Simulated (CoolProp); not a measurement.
Saturation properties of ammonia.

The numbers come from the reference Helmholtz-energy equation of state, Gao 2020 in CoolProp.

```json
[
 {"T (K)": "226.2", "p (kPa)": "48.72", "liquid density (kg/m³)": "698.1", "vapour density (kg/m³)": "0.4489", "liquid viscosity (µPa s)": "312", "liquid conductivity (mW/(m K))": "711"},
 {"T (K)": "230.7", "p (kPa)": "62.72", "liquid density (kg/m³)": "692.7", "vapour density (kg/m³)": "0.5685", "liquid viscosity (µPa s)": "291", "liquid conductivity (mW/(m K))": "695"},
 {"T (K)": "235.1", "p (kPa)": "79.44", "liquid density (kg/m³)": "687.4", "vapour density (kg/m³)": "0.7090", "liquid viscosity (µPa s)": "272", "liquid conductivity (mW/(m K))": "681"},
 {"T (K)": "239.6", "p (kPa)": "100.1", "liquid density (kg/m³)": "681.9", "vapour density (kg/m³)": "0.8802", "liquid viscosity (µPa s)": "255", "liquid conductivity (mW/(m K))": "666"},
 {"T (K)": "244.1", "p (kPa)": "125.0", "liquid density (kg/m³)": "676.4", "vapour density (kg/m³)": "1.083", "liquid viscosity (µPa s)": "240", "liquid conductivity (mW/(m K))": "651"},
 {"T (K)": "248.6", "p (kPa)": "154.6", "liquid density (kg/m³)": "670.7", "vapour density (kg/m³)": "1.322", "liquid viscosity (µPa s)": "227", "liquid conductivity (mW/(m K))": "636"},
 {"T (K)": "253.1", "p (kPa)": "189.6", "liquid density (kg/m³)": "665.0", "vapour density (kg/m³)": "1.600", "liquid viscosity (µPa s)": "214", "liquid conductivity (mW/(m K))": "622"},
 {"T (K)": "257.6", "p (kPa)": "230.6", "liquid density (kg/m³)": "659.3", "vapour density (kg/m³)": "1.923", "liquid viscosity (µPa s)": "203", "liquid conductivity (mW/(m K))": "607"},
 {"T (K)": "262.1", "p (kPa)": "278.4", "liquid density (kg/m³)": "653.4", "vapour density (kg/m³)": "2.296", "liquid viscosity (µPa s)": "192", "liquid conductivity (mW/(m K))": "593"},
 {"T (K)": "266.5", "p (kPa)": "332.4", "liquid density (kg/m³)": "647.6", "vapour density (kg/m³)": "2.714", "liquid viscosity (µPa s)": "183", "liquid conductivity (mW/(m K))": "580"},
 {"T (K)": "271", "p (kPa)": "395.8", "liquid density (kg/m³)": "641.6", "vapour density (kg/m³)": "3.200", "liquid viscosity (µPa s)": "174", "liquid conductivity (mW/(m K))": "566"},
 {"T (K)": "275.5", "p (kPa)": "468.3", "liquid density (kg/m³)": "635.4", "vapour density (kg/m³)": "3.754", "liquid viscosity (µPa s)": "166", "liquid conductivity (mW/(m K))": "552"},
 {"T (K)": "280", "p (kPa)": "550.7", "liquid density (kg/m³)": "629.2", "vapour density (kg/m³)": "4.380", "liquid viscosity (µPa s)": "158", "liquid conductivity (mW/(m K))": "539"},
 {"T (K)": "284.5", "p (kPa)": "644.0", "liquid density (kg/m³)": "622.9", "vapour density (kg/m³)": "5.087", "liquid viscosity (µPa s)": "151", "liquid conductivity (mW/(m K))": "525"}
]
```

It boils at 239.8 K under 1 atm.

Viscosity comes from a separate model (Fenghour 1995). Thermal conductivity comes from a separate model (Tufeu 1984).
